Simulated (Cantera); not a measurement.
Feed: 1 mol Si, 5.3 mol NF₃, 14 mol N₂, at 502 °C and 0.00900 Torr.

These are equilibrium values from Cantera (NASA tables, ideal gas, pure condensed phases), not measurements of a reactor. Candidate condensed phases: Si, Si₃N₄; 16 gas species. Equilibrium is a limit: real reactors are often held back by kinetics, nucleation or transport.

Base state: N₂ 0.588, F 0.334, F₂ 0.0429, SiF₄ 0.0353 (mole fractions); condensed: gas only.

### Question
What changes in the equilibrium state with this change: pressure from 0.00900 Torr to 750 Torr?

### Answer
| species | before | after |
|---|---|---|
| N₂ | 0.588 | 0.742 |
| NF₃ | 3.12e-6 | 0.177 |
| SiF₄ | 0.0353 | 0.0498 |
| F | 0.334 | 0.000980 |
| F₂ | 0.0429 | 0.0307 |
